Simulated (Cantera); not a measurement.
An adiabatic, constant-pressure homogeneous reactor starts with 5.94 % CH₄, 1.01 % H₂, 17.0 % O₂, 63.6 % N₂, 12.5 % H₂O, equivalence ratio 0.73, at 1675 K and 100000 Pa.

Computed with Cantera and GRI-Mech 3.0 (53 species, 325 reactions).

Q: Predict: time of steepest temperature rise; temperature at 5.00 s; equilibrium temperature; x(H₂) at 5.00 s; x(O₂) at 5.00 s; x(HO₂) at 5.00 s; x(N₂O) at 5.00 s; x(NO) at 5.00 s.

A: 
```json
{
 "time_of_steepest_temperature_rise": "0.176 ms",
 "temperature at 5.00 s": "2585 K",
 "equilibrium_temperature": "2585 K",
 "x(H₂) at 5.00 s": "0.00964 (gas-phase equilibrium 0.00964)",
 "x(O₂) at 5.00 s": "0.0447 (gas-phase equilibrium 0.0447)",
 "x(HO₂) at 5.00 s": "8.38e-6 (gas-phase equilibrium 8.38e-6)",
 "x(N₂O) at 5.00 s": "5.38e-7 (gas-phase equilibrium 5.38e-7)",
 "x(NO) at 5.00 s": "0.0109 (gas-phase equilibrium 0.0109)"
}
```
